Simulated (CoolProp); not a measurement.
Vapour-liquid equilibrium of R113 (1) + n-heptane (2) at 0.876 bar; x and y are mole fractions of (1).

Values from CoolProp's multi-fluid Helmholtz-energy mixture model, Marx 1992 and Span 2003; pair parameters Bell 2016.

```json
[
 {"x": "0.05", "bubble temperature (K)": "360.4", "y at the bubble point": "0.210", "dew temperature at overall composition x (K)": "365.3", "liquid density (mol/L)": "6.288"},
 {"x": "0.15", "bubble temperature (K)": "350.1", "y at the bubble point": "0.486", "dew temperature at overall composition x (K)": "362.3", "liquid density (mol/L)": "6.496"},
 {"x": "0.25", "bubble temperature (K)": "342.4", "y at the bubble point": "0.648", "dew temperature at overall composition x (K)": "359.1", "liquid density (mol/L)": "6.689"},
 {"x": "0.35", "bubble temperature (K)": "336.5", "y at the bubble point": "0.748", "dew temperature at overall composition x (K)": "355.6", "liquid density (mol/L)": "6.873"},
 {"x": "0.45", "bubble temperature (K)": "331.9", "y at the bubble point": "0.816", "dew temperature at overall composition x (K)": "351.7", "liquid density (mol/L)": "7.052"},
 {"x": "0.55", "bubble temperature (K)": "328.1", "y at the bubble point": "0.864", "dew temperature at overall composition x (K)": "347.3", "liquid density (mol/L)": "7.231"},
 {"x": "0.65", "bubble temperature (K)": "325.0", "y at the bubble point": "0.902", "dew temperature at overall composition x (K)": "342.3", "liquid density (mol/L)": "7.413"},
 {"x": "0.75", "bubble temperature (K)": "322.3", "y at the bubble point": "0.933", "dew temperature at overall composition x (K)": "336.4", "liquid density (mol/L)": "7.600"},
 {"x": "0.85", "bubble temperature (K)": "319.8", "y at the bubble point": "0.961", "dew temperature at overall composition x (K)": "329.3", "liquid density (mol/L)": "7.794"},
 {"x": "0.95", "bubble temperature (K)": "317.5", "y at the bubble point": "0.987", "dew temperature at overall composition x (K)": "320.8", "liquid density (mol/L)": "7.999"}
]
```

No azeotrope shows between x = 0.05 and 0.95.

Pair parameters are fitted to limited data, so mixtures are less certain than the pure fluids.
